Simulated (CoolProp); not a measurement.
Acetone along the isotherm 276.85 °C: Z from the reference equation and from simpler models built on Tc = 235.0 °C, pc = 4.692 MPa, ω = 0.307; each cubic takes its own stable root.

The numbers come from the reference Helmholtz-energy equation of state, Lemmon 2006 in CoolProp. It is a short technical equation, of lower accuracy than the large ones.

| p (MPa) | phase | reference |
|---|---|---|
| 0.18 | gas | 0.9885 |
| 0.361 | gas | 0.9768 |
| 0.541 | gas | 0.9651 |
| 0.722 | gas | 0.9533 |
| 0.902 | gas | 0.9414 |
| 1.08 | gas | 0.9295 |
| 1.26 | gas | 0.9174 |
| 1.44 | gas | 0.9052 |
| 1.62 | gas | 0.8929 |
| 1.8 | gas | 0.8805 |
| 1.99 | gas | 0.8672 |
| 2.17 | gas | 0.8545 |
| 2.35 | gas | 0.8416 |

Problem. How far does each simpler model (Redlich-Kwong, Peng-Robinson) lie from the reference over these 13 states: mean and median of the absolute difference, and the worst?

Solution. 
- Redlich-Kwong: mean 0.7 %, median 0.7 %, worst +1.3 % at 276.85 °C and 2.35 MPa
- Peng-Robinson: mean 0.2 %, median 0.2 %, worst +0.4 % at 276.85 °C and 2.35 MPa
